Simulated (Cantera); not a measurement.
Cantera with NASA thermochemical tables; ideal gases at 1 bar, condensed phases pure. Values are per mole of reaction as written; species without (g) are pure solids or liquids, kept so even where they would boil at 1 bar.

4 CuF2(g) + 2 NO(g) → 2 Cu2O + 4 F2(g) + N2(g)

```
T (K)    ΔH° (kJ)   ΔS° (J/K)    ΔG° (kJ)     log10 K  condensed phases
-----  ----------  ----------  ----------  ----------  ----------------
300    (withheld)  (withheld)  (withheld)  (withheld)           Cu2O(s)
900         566.0      -263.4       803.0      -46.60           Cu2O(s)
1000        570.6      -258.5       829.1      -43.31           Cu2O(s)
1100        575.7      -253.7       854.7      -40.59           Cu2O(s)
1200        581.3      -248.8       879.8      -38.30           Cu2O(s)
1300        587.4      -243.9       904.5      -36.34           Cu2O(s)
1400   (withheld)  (withheld)  (withheld)  (withheld)           Cu2O(s)
1500   (withheld)  (withheld)  (withheld)  (withheld)           Cu2O(s)
1600   (withheld)  (withheld)  (withheld)  (withheld)           Cu2O(l)
1700        748.2      -137.7       982.2      -30.18           Cu2O(l)
```

What belongs in the gaps?


- 300, ΔH° (kJ): 543.9
- 300, ΔS° (J/K): -302.1
- 300, ΔG° (kJ): 634.5
- 300, log10 K: -110.48
- 1400, ΔH° (kJ): 594.2
- 1400, ΔS° (J/K): -238.8
- 1400, ΔG° (kJ): 928.6
- 1400, log10 K: -34.65
- 1500, ΔH° (kJ): 601.7
- 1500, ΔS° (J/K): -233.7
- 1500, ΔG° (kJ): 952.2
- 1500, log10 K: -33.16
- 1600, ΔH° (kJ): 739.7
- 1600, ΔS° (J/K): -142.8
- 1600, ΔG° (kJ): 968.2
- 1600, log10 K: -31.61
